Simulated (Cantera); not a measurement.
An adiabatic, constant-volume homogeneous reactor starts with 15.3 % H2, 12.9 % O2, 71.8 % N2, equivalence ratio 0.59, at 975 K and 13.8 atm.

Computed with Cantera and GRI-Mech 3.0 (53 species, 325 reactions). The hydrogen kinetics of GRI-Mech 3.0 are dated; newer H2 mechanisms differ, most at raised pressure. The pressure lies above the range GRI-Mech 3.0 was tuned for (to about 10 atm).

Problem. Predict: time of steepest temperature rise; temperature at 4.00 s; equilibrium temperature; x(H2) at 4.00 s; x(O2) at 4.00 s; x(HO2) at 4.00 s; x(H) at 4.00 s; x(N2O) at 4.00 s.

Solution. 
| Quantity | Result |
|---|---|
| time of steepest temperature rise | 19.7 ms |
| temperature at 4.00 s | 2318 K |
| equilibrium temperature | 2318 K |
| x(H2) at 4.00 s | 0.000297 (gas-phase equilibrium 0.000297) |
| x(O2) at 4.00 s | 0.0525 (gas-phase equilibrium 0.0525) |
| x(HO2) at 4.00 s | 9.15e-6 (gas-phase equilibrium 9.15e-6) |
| x(H) at 4.00 s | 3.32e-5 (gas-phase equilibrium 3.32e-5) |
| x(N2O) at 4.00 s | 2.47e-6 (gas-phase equilibrium 2.47e-6) |
